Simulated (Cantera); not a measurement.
A closed system holds: 1 mol Fe, 0.036 mol H2O, 190 mol H2, equilibrated at 1.33 mbar.

These are equilibrium values from Cantera (NASA tables, ideal gas, pure condensed phases), not measurements of a reactor. Candidate condensed phases: Fe, FeO, Fe(OH)2, Fe(OH)3, Fe2O3, Fe3O4, H2O; 12 gas species. The numbers say what is thermodynamically allowed, not how fast it happens.

log p: log10 of the partial pressure in bar; n: condensed amount in mol.

```csv
T (°C),log p H2,log p H,log p Fe,log p H2O,n Fe(α),n Fe(γ),n Fe(δ)
600,-2.88,-11.77,<-14,-6.60,1.00,0,0
700,-2.88,___,___,-6.60,1.00,0,0
800,-2.88,-9.29,-12.38,-6.60,1.00,0,0
900,-2.88,-8.37,-10.71,-6.60,1.000,0,0
1000,-2.88,-7.58,-9.30,-6.60,0,1.000,0
1100,-2.88,-6.92,-8.11,-6.60,0,0.999,0
1200,-2.88,-6.34,-7.08,-6.60,0,0.988,0
1300,-2.88,-5.83,-6.18,-6.60,0,0.906,0
1400,-2.88,-5.38,-5.40,-6.60,0,0,0.425
1500,-2.88,-4.99,-5.16,-6.60,0,0,0
1600,-2.89,___,-5.16,-6.60,0,0,0
1700,-2.89,-4.32,-5.16,-6.61,0,0,0
```

**Question.** Fill in the missing entries.

**Answer.** 
- 700, log p H: -10.40
- 700, log p Fe: -14.42
- 1600, log p H: -4.63
